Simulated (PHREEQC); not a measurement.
## Acid rinse or clean

Dissolve 0.0097 mol/kgw HBr and 0.0018 mol/kgw CuSO4 at 25 °C and 300 atm. Closed to the air; pH follows from the charge balance.

All values are PHREEQC results (ion-association model, phreeqc.dat), not measurements.

```json
{
  "pH": "2.08",
  "ionic_strength": "0.0154 mol/kgw",
  "specific_conductance": "3990 µS/cm",
  "total_alkalinity": "-9.70 meq/kg"
}
```

```
species  molality  activity   log γ
-------  --------  --------  ------
Br-       0.00970   0.00853  -0.056
H+        0.00921   0.00829  -0.046
Cu+2      0.00168   0.00106  -0.201
SO4-2     0.00119  0.000738  -0.208
HSO4-    0.000489  0.000432  -0.053
CuSO4    0.000120  0.000120   0.002
CuOH+     1.34e-9   1.19e-9  -0.054
```

No solid was allowed to form. Complexes and solids missing from the database can't appear. Under pressure, the constants of complexes without a molar volume in the database are unreliable.
